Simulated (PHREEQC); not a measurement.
Dissolve 0.054 mol HCl per kg of water at 20 °C. Closed to the air; pH follows from the charge balance.

All values are PHREEQC results (ion-association model, phreeqc.dat), not measurements.

| quantity | before | after |
|---|---|---|
| pH | 1.34 | 7.07 |
| ionic strength (mol/kgw) | 0.0540 | 0.0540 |

**Question.** What was changed between the two runs?
A. HCl replaced by FeCl3 at the same molality
B. HCl replaced by (CH3)4NCl at the same molality
C. temperature from 20 to 30 °C
D. 0.0022 mol/kgw H2SiF6 added
E. HCl from 0.054 to 0.081 mol/kgw

**Answer.** B, HCl replaced by (CH3)4NCl at the same molality

This is a speciation only: nothing precipitates in the calculation. (CH3)4N+ isn't in the database: it is added as a free cation with an ion size of 4 Å.
